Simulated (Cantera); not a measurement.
## Equilibrium for carbothermic reduction: PbO + CH₄ + H₂

Input: 1 mol PbO, 0.58 mol CH₄, 7.1 mol H₂, held at 1000 °C and 10.0 mbar.

These are equilibrium values from Cantera (NASA tables, ideal gas, pure condensed phases), not measurements of a reactor. Candidate condensed phases: C, C₆H₆, C₇H₈, C₈H₁₈, H₂O, Pb, PbO, PbO₂, Pb₃O₄; 113 gas species. Equilibrium is a limit: real reactors are often held back by kinetics, nucleation or transport.

| Quantity | Result |
|---|---|
| x(H₂) | 0.799 |
| x(Pb) | 0.102 |
| x(CO) | 0.0572 |
| x(H₂O) | 0.0409 |
| x(CO₂) | 0.00177 |
| x(H) | 6.37e-6 |
| x(Pb₂) | 4.22e-6 |
| gas amount | 9.840 mol |
| log10 activity of Pb(l) (absent) | -0.26 |
| log10 activity of C(graphite) (absent) | -3.88 |
